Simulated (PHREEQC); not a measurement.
0.01 mol of Fluorite (CaF2) is brought to equilibrium with 1 kg of water holding 3 mmol/kgw NaCl, at 85 °C, the pH being set by adding NaOH or HCl. Oxygen alone is held at its pressure in air (log pO2 = -0.68). No CO2 enters from the air. Solids allowed: Fluorite. Others were left out.

All values are PHREEQC results (ion-association model, phreeqc.dat), not measurements.

```tsv
pH	dissolved Ca (mol/kgw)	dissolved F (mol/kgw)	HF (mol/kgw)	NaF (mol/kgw)
4	0.000378	0.000757	0.000236	7.63e-7
4.67	0.000312	0.000624	5.54e-5	8.38e-7
5.33	0.000297	0.000594	(withheld)	8.59e-7
6	0.000294	0.000587	2.67e-6	(withheld)
6.67	0.000293	0.000586	5.71e-7	8.65e-7
7.33	0.000293	0.000585	1.25e-7	8.67e-7
8	0.000293	0.000586	2.67e-8	8.75e-7
8.67	0.000293	0.000587	5.72e-9	9.12e-7
9.33	0.000296	0.000593	1.26e-9	1.08e-6
10	0.000309	0.000617	2.73e-10	(withheld)
10.67	0.000348	0.000696	(withheld)	5.90e-6
11.33	0.000447	0.000894	(withheld)	2.62e-5
12	0.000646	0.00129	3.02e-12	0.000128
```

Some entries are withheld; supply them.


- 5.33, HF (mol/kgw): 1.24e-5
- 6, NaF (mol/kgw): 8.64e-7
- 10, NaF (mol/kgw): 1.89e-6
- 10.67, HF (mol/kgw): 6.14e-11
- 11.33, HF (mol/kgw): 1.45e-11

Away from 25 °C the constants follow the database's enthalpies or fits; those with neither stay at their 25 °C values.
